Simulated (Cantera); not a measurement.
Thermodynamics of aluminium nitride and oxide growth, feed Al + N₂O + N₂

Feed: 1 mol Al, 5.2 mol N₂O, 26 mol N₂, at 1025 K and 0.130 bar.

Equilibrium computed with Cantera from the NASA thermochemical tables; the gas is ideal and each condensed phase is pure. Candidate condensed phases: Al, AlN, Al₂O₃; 16 gas species. Rates play no part.

```yaml
x(N₂): 0.944
x(O₂): 0.0560
x(NO): 2.31e-5
n(Al₂O₃(s)): 0.500 mol
gas_amount: 33.05 mol
log10 activity of Al(l) (absent): -32.87
```
